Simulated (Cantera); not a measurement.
Low-pressure radical oxidation in H2/O2

An isothermal, constant-pressure homogeneous reactor starts with 13.8 % H₂, 86.2 % O₂, equivalence ratio 0.080, at 1175 K and 20.0 Torr.

Model: the H2/O2 subset of GRI-Mech 3.0, which has no nitrogen chemistry, integrated in Cantera. Radical loss at walls, strong at low pressure, is not modelled. The temperature is held fixed by assumption; the heat of reaction is taken as removed at once.

| t (s) | x H₂ | x O₂ | x OH | x H₂O | x O | x HO₂ | x H |
|---|---|---|---|---|---|---|---|
| 0.000100 | 0.138 | 0.862 | 1.21e-8 | 3.09e-8 | 1.97e-8 | 1.37e-8 | 2.45e-8 |
| 0.000285 | 0.138 | 0.862 | 8.52e-7 | 3.05e-6 | 1.44e-6 | 5.53e-8 | 1.63e-6 |
| 0.000811 | 0.0493 | 0.810 | 0.0105 | 0.0661 | 0.0289 | 1.29e-5 | 0.0348 |
| 0.00231 | 0.00393 | 0.801 | 0.00626 | 0.123 | 0.0418 | 1.53e-5 | 0.0237 |
| 0.00658 | 0.00147 | 0.835 | 0.00381 | 0.140 | 0.0146 | 1.35e-5 | 0.00483 |
| 0.0187 | 0.000226 | 0.849 | 0.00147 | 0.147 | 0.00221 | 6.70e-6 | 0.000277 |
| 0.0534 | 2.70e-5 | 0.851 | 0.000516 | 0.148 | 0.000270 | 1.72e-6 | 1.19e-5 |
| 0.152 | 4.13e-6 | 0.852 | 0.000207 | 0.148 | 4.30e-5 | 3.71e-7 | 7.55e-7 |
| 0.433 | 8.53e-7 | 0.852 | 9.57e-5 | 0.148 | 9.20e-6 | 9.15e-8 | 7.46e-8 |
| 1.23 | 2.18e-7 | 0.852 | 4.89e-5 | 0.148 | 2.40e-6 | 2.77e-8 | 9.95e-9 |
| 3.51 | 6.36e-8 | 0.852 | 2.66e-5 | 0.148 | 7.13e-7 | 1.24e-8 | 1.61e-9 |
| 10.0 | 2.09e-8 | 0.852 | 1.53e-5 | 0.148 | 2.36e-7 | 1.07e-8 | 3.07e-10 |
x: mole fraction; the columns are a selection and need not sum to one.

Equilibrium at this temperature and pressure: H₂ 7.40e-9, O₂ 0.852, OH 9.07e-6, H₂O 0.148, O 8.31e-8, HO₂ 1.42e-8, H 6.50e-11 (gas phase only).
